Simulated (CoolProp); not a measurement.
Properties of normal hydrogen along the isotherm -227.15 °C (Tc = -240.0 °C, pc = 12.96 bar, ω = -0.219).

The numbers come from the reference Helmholtz-energy equation of state, Leachman 2009 in CoolProp.

| p (bar) | phase | density (kg/m³) | cp (kJ/(kg K)) | isothermal compressibility (1/MPa) | expansivity (1/kK) |
|---|---|---|---|---|---|
| 0.499 | gas | 0.2643 | 10.41 | 20.14 | 22.06 |
| 0.997 | gas | 0.5309 | 10.50 | 10.13 | 22.40 |
| 1.5 | gas | 0.8029 | 10.60 | 6.771 | 22.74 |
| 1.99 | gas | 1.071 | 10.70 | 5.131 | 23.08 |
| 2.49 | gas | 1.347 | 10.80 | 4.123 | 23.44 |
| 2.99 | gas | 1.626 | 10.90 | 3.452 | 23.81 |
| 3.49 | gas | … | 11.01 | 2.974 | … |
| 3.99 | gas | 2.194 | 11.12 | 2.616 | 24.57 |
| 4.49 | gas | … | 11.23 | 2.338 | 24.97 |
| 4.99 | gas | 2.774 | 11.34 | … | 25.38 |
| 5.48 | gas | 3.063 | 11.46 | 1.938 | 25.78 |
| 5.98 | gas | 3.362 | 11.58 | 1.787 | 26.21 |
| 6.48 | gas | … | 11.70 | 1.659 | 26.65 |

Fill in the missing entries.


- 3.49, density (kg/m³): 1.908
- 3.49, expansivity (1/kK): 24.19
- 4.49, density (kg/m³): 2.482
- 4.99, isothermal compressibility (1/MPa): 2.116
- 6.48, density (kg/m³): 3.664
